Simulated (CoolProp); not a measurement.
Normal hydrogen at 509.38 K and 1.58 MPa is throttled through a valve to 0.846 MPa with no heat exchange. Each further row changes one setting.

Model: reference Helmholtz-energy equation of state, Leachman 2009, in CoolProp.

```csv
case,temperature change (K),final density (kg/m³)
as stated,+0.4,(withheld)
outlet pressure 0.254 MPa,(withheld),(withheld)
outlet pressure 1.1 MPa,+0.2,0.521
```

### Question
Complete the blanks.

### Answer

- as stated, final density (kg/m³): 0.401
- outlet pressure 0.254 MPa, temperature change (K): +0.7
- outlet pressure 0.254 MPa, final density (kg/m³): 0.121
